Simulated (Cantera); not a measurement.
An adiabatic, constant-pressure homogeneous reactor starts with CH4 : CO : O2 : N2 = 1 : 1.5 : 6.11 : 23 (molar parts), equivalence ratio 0.45, at 1473 K and 4.74 atm. Integrator tolerance rtol = 1e-08.

Model: GRI-Mech 3.0 (53 species, 325 reactions), integrated in Cantera.

### Question
What does this change do: initial temperature 1473 to 1525 K?

### Answer
```
quantity                                                            before                                    after
---------------------------------  ---------------------------------------  ---------------------------------------
time of steepest temperature rise                                 0.279 ms                                 0.174 ms
temperature at 2.00 s                                               2411 K                                   2449 K
equilibrium temperature                                             2411 K                                   2449 K
x(CH4) at 2.00 s                     <1e-12 (gas-phase equilibrium <1e-12)    <1e-12 (gas-phase equilibrium <1e-12)
x(CO) at 2.00 s                    0.00255 (gas-phase equilibrium 0.00255)  0.00313 (gas-phase equilibrium 0.00313)
x(O2) at 2.00 s                        0.101 (gas-phase equilibrium 0.101)      0.101 (gas-phase equilibrium 0.101)
x(CH2CO) at 2.00 s                   <1e-12 (gas-phase equilibrium <1e-12)    <1e-12 (gas-phase equilibrium <1e-12)
x(C2H2) at 2.00 s                    <1e-12 (gas-phase equilibrium <1e-12)    <1e-12 (gas-phase equilibrium <1e-12)
```
